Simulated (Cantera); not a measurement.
# Thermodynamics of hydrogen reduction and annealing atmospheres, feed PbO + H2

A closed system holds: 1 mol PbO, 440 mol H2, at 850 Pa.

Cantera equilibrium calculation (NASA polynomials, part measured and part estimated; ideal gas, pure solids and liquids). Candidate condensed phases: H2O, Pb, PbO, PbO2, Pb3O4; 12 gas species. Kinetics and transport are ignored.

| T (K) | x H2 | x H | x H2O | x Pb | x OH | x PbO | x O | x Pb2 | n Pb(l) |
|---|---|---|---|---|---|---|---|---|---|
| 698 | 0.998 | <1e-12 | 0.00227 | 1.20e-7 | <1e-12 | <1e-12 | <1e-12 | <1e-12 | 1.000 |
| 848 | 0.998 | 2.06e-10 | 0.00227 | 3.52e-5 | <1e-12 | <1e-12 | <1e-12 | 7.45e-12 | 0.985 |
| 998 | 0.996 | 2.33e-8 | 0.00227 | 0.00182 | <1e-12 | 1.12e-11 | <1e-12 | 5.57e-9 | 0.197 |
| 1148 | 0.995 | 7.75e-7 | 0.00227 | 0.00227 | 1.06e-11 | 9.54e-11 | <1e-12 | 3.33e-9 | 0 |
| 1298 | 0.995 | 1.16e-5 | 0.00227 | 0.00227 | 3.42e-10 | 4.23e-10 | <1e-12 | 1.60e-9 | 0 |
| 1448 | 0.995 | 9.97e-5 | 0.00227 | 0.00227 | 5.41e-9 | 1.38e-9 | <1e-12 | 8.90e-10 | 0 |
| 1598 | 0.995 | 0.000576 | 0.00227 | 0.00227 | 5.11e-8 | 3.63e-9 | 2.46e-11 | 5.51e-10 | 0 |
| 1748 | 0.993 | 0.00247 | 0.00226 | 0.00226 | 3.29e-7 | 8.06e-9 | 6.43e-10 | 3.68e-10 | 0 |
| 1898 | 0.987 | 0.00842 | 0.00226 | 0.00226 | 1.58e-6 | 1.58e-8 | 1.01e-8 | 2.59e-10 | 0 |
x: gas mole fraction; n: condensed amount in mol.

From 698 K to 998 K the condensed part is Pb(l). From 1148 K to 1898 K nothing is condensed. The main Pb-bearing gas is Pb throughout.
